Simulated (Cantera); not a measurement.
A Cantera script and what it prints.

```python
import numpy as np
import cantera as ct

gas_names = """
    C CH CH2 CH3 CH2OH CH3O CH4 CH3OH CO CO2 COOH C2 C2H CHCO,ketyl C2H2,acetylene C2H2,vinylidene
    CH2CO,ketene C2H3,vinyl CH3CO,acetyl C2H4 C2H4O,ethylen CH3CHO,ethanal CH3COOH (HCOOH)2 C2H5 C2H6
    CH3OCH3 C2H5OH C2O C3 C3H3,propargyl C3H4,allene C3H4,propyne C3H4,cyclo- C3H5,allyl C3H6,propylene
    C3H6,cyclo- C3H6O C3H7,n-propyl C3H7,i-propyl C3H8 C3H8O,1propanol C3H8O,2propanol C3O2 C4 C4H2
    C4H4,1,3-cyclo- C4H6,butadiene C4H6,2-butyne C4H6,cyclo- C4H8,1-butene C4H8,cis2-buten
    C4H8,tr2-butene C4H8,isobutene C4H8,cyclo- (CH3COOH)2 C4H9,n-butyl C4H9,i-butyl C4H9,s-butyl
    C4H9,t-butyl C4H10,isobutane C4H10,n-butane C5 C5H6,1,3cyclo- C5H8,cyclo- C5H10,1-pentene
    C5H10,cyclo- C5H11,pentyl C5H11,t-pentyl C5H12,n-pentane C5H12,i-pentane CH3C(CH3)2CH3 C6H2
    C6H5,phenyl C6H5O,phenoxy C6H6 C6H5OH,phenol C6H10,cyclo- C6H12,1-hexene C6H12,cyclo- C6H13,n-hexyl
    C7H7,benzyl C7H8 C7H8O,cresol C7H14,1-heptene C7H15,n-heptyl C7H16,n-heptane C8H8,styrene
    C8H10,ethylbenz C8H16,1-octene C8H17,n-octyl C8H18,isooctane C8H18,n-octane C9H19,n-nonyl
    C10H8,naphthale C10H21,n-decyl C12H9,o-bipheny C12H10,bipheny H HCO HO2 H2 HCHO,formaldehy HCOOH H2O
    H2O2 O OH O2 O3
""".split()
cond_names = """
    C(gr) C6H6(L) C7H8(L) C8H18(L),n-octa H2O(s) H2O(L)
""".split()


def load(file, names, dense=False):
    # The tables refer to 1 bar. Condensed volumes are neglected.
    table = {s.name: s for s in ct.Species.list_from_file(file)}
    out = []
    for n in names:
        d = dict(table[n].input_data)
        d["thermo"] = dict(d["thermo"], **{"reference-pressure": 1e5})
        if dense:
            d["equation-of-state"] = {"model": "constant-volume", "density": "1e6 g/cm^3"}
        out.append(ct.Species.from_dict(d))
    return out


gas = ct.Solution(thermo="ideal-gas", species=load("nasa_gas.yaml", gas_names))
cond = {s.name: ct.Solution(thermo="fixed-stoichiometry", species=[s], name=s.name)
        for s in load("nasa_condensed.yaml", cond_names, dense=True)}
atoms = {
    'acetone': {'C': 3, 'H': 6, 'O': 1},
    'CO2': {'C': 1, 'O': 2},
    'H2': {'H': 2},
}
top_T = {'C(gr)': 4500}  # K; cautious upper limits of use, not melting points


def equilibrate(T, P, feed):
    n = {}
    for name, mol in feed.items():
        for a, k in atoms[name].items():
            n[a] = n.get(a, 0.0) + k * mol
    gas.TPX = T, P, n
    mass = sum(n.values()) * gas.mean_molecular_weight
    gas.equilibrate("TP")
    valid = [c for c in cond.values() if c.min_temp <= T <= top_T.get(c.name, c.max_temp)]
    mix = ct.Mixture([(gas, mass / gas.mean_molecular_weight)] + [(c, 0.0) for c in valid])
    mix.T, mix.P = T, P
    mix.equilibrate("TP", solver="vcs", rtol=1e-11, max_steps=5000)
    return mix


results = []
feed = {'acetone': 1, 'CO2': 0.57, 'H2': 2.1}  # mol
P = 10000  # Pa
for T in [1300, 1400, 1500, 1600, 1700, 1800, 1900, 2000, 2100, 2200, 2300, 2400, 2500, 2600]:
    mix = equilibrate(T, P, feed)
    results.append((T, P, feed, dict(zip(mix.species_names, mix.species_moles))))

top = {s: max(r[3][s] / sum(r[3][g] for g in gas_names) for r in results) for s in gas_names}
cols = sorted((s for s in top if top[s] > 1e-06), key=lambda s: -top[s])[:5]
seen = [c for c in cond_names if any(r[3].get(c, 0) > 1e-12 for r in results)]
print("log10 of partial pressures in bar; condensed amounts in mol")
print(f"{'T/K':>10s}" + "".join(f"{s[:9]:>10s}" for s in cols + seen))
for T, P, feed, n in results:
    ng = sum(n[g] for g in gas_names)
    print(f"{T:10.4g}" + "".join(f"{np.log10(max(n[s] / ng * P / 1e5, 1e-99)):10.3f}" for s in cols)
          + "".join(f"{n.get(c, 0):10.4g}" for c in seen))
```

Result:

```
log10 of partial pressures in bar; condensed amounts in mol
       T/K        H2        CO         H C2H2,acet       CH4     C(gr)
      1300    -1.152    -1.529    -6.532    -7.392    -4.409     1.429
      1400    -1.152    -1.529    -5.889    -6.751    -4.669     1.429
      1500    -1.152    -1.529    -5.331    -6.197    -4.895     1.429
      1600    -1.152    -1.529    -4.841    -5.713    -5.092     1.429
      1700    -1.152    -1.529    -4.408    -5.287    -5.265     1.429
      1800    -1.153    -1.530    -4.022    -4.909    -5.419     1.428
      1900    -1.153    -1.530    -3.677    -4.572    -5.557     1.426
      2000    -1.155    -1.530    -3.366    -4.269    -5.682     1.422
      2100    -1.157    -1.531    -3.085    -3.997    -5.796     1.415
      2200    -1.161    -1.533    -2.830    -3.752    -5.903     1.404
      2300    -1.168    -1.535    -2.598    -3.532    -6.004     1.387
      2400    -1.177    -1.538    -2.387    -3.334    -6.105     1.361
      2500    -1.192    -1.543    -2.195    -3.158    -6.207     1.324
      2600    -1.212    -1.551    -2.022    -3.002    -6.316     1.274
```

Equilibrium computed with Cantera from the NASA thermochemical tables; the gas is ideal and each condensed phase is pure. The feed counts by its element totals alone.
